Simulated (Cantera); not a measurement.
Charge: 1 mol SiH₂Cl₂, 6.6 mol NH₃, 7.3 mol H₂, at 1973 K and 4.70 mbar.

Method: chemical equilibrium by Gibbs-energy minimisation in Cantera with the NASA 1993 tables (ideal gas, pure condensed phases). Candidate condensed phases: NH₄Cl, Si, Si₃N₄; 28 gas species. The tables' values for SiCl, SiN, SiCl₃ are old estimates; treat these amounts as uncertain. Gases not in the tables: Si₂H₆ and higher silanes. Equilibrium is a limit: real reactors are often held back by kinetics, nucleation or transport.

Base state: H₂ 0.756, N₂ 0.144, HCl 0.0610, H 0.0171, SiCl₂ 0.0121, Si 0.00671, SiCl 0.00109, Cl 0.00103 (mole fractions); condensed: Si(l).

### Question
What changes in the equilibrium state with this change: SiH₂Cl₂ replaced by SiCl₄?

### Answer
```json
[
 {"species": "H₂", "before": "0.756", "after": "0.693"},
 {"species": "N₂", "before": "0.144", "after": "0.144"},
 {"species": "HCl", "before": "0.0610", "after": "0.101"},
 {"species": "SiCl₂", "before": "0.0121", "after": "0.0348"},
 {"species": "H", "before": "0.0171", "after": "0.0164"},
 {"species": "SiCl₃", "before": "1.48e-5", "after": "7.36e-5"},
 {"species": "Cl", "before": "0.00103", "after": "0.00179"},
 {"species": "SiCl", "before": "0.00109", "after": "0.00180"},
 {"species": "Si₃", "before": "1.42e-5", "after": "1.21e-5"},
 {"species": "Si(l), mol", "before": "0.527", "after": "0"}
]
```
The tables' values for SiCl, SiCl₃, SiN are old estimates; treat these amounts as uncertain.

### Question
What changes in the equilibrium state with this change: pressure from 4.70 mbar to 0.150 bar?

### Answer
```json
[
 {"species": "H₂", "before": "0.756", "after": "0.774"},
 {"species": "N₂", "before": "0.144", "after": "0.146"},
 {"species": "HCl", "before": "0.0610", "after": "0.0628"},
 {"species": "H", "before": "0.0171", "after": "0.00307"},
 {"species": "Si", "before": "0.00671", "after": "0.000210"},
 {"species": "SiCl₂", "before": "0.0121", "after": "0.0126"},
 {"species": "Si₃", "before": "1.42e-5", "after": "4.44e-7"},
 {"species": "Si₂", "before": "6.51e-5", "after": "2.04e-6"},
 {"species": "SiCl₃", "before": "1.48e-5", "after": "8.82e-5"},
 {"species": "SiN", "before": "4.86e-5", "after": "8.66e-6"},
 {"species": "Si₂N", "before": "6.54e-5", "after": "1.17e-5"},
 {"species": "Si(l), mol", "before": "0.527", "after": "0.701"}
]
```
The tables' values for SiCl, SiCl₃ are old estimates; treat these amounts as uncertain.
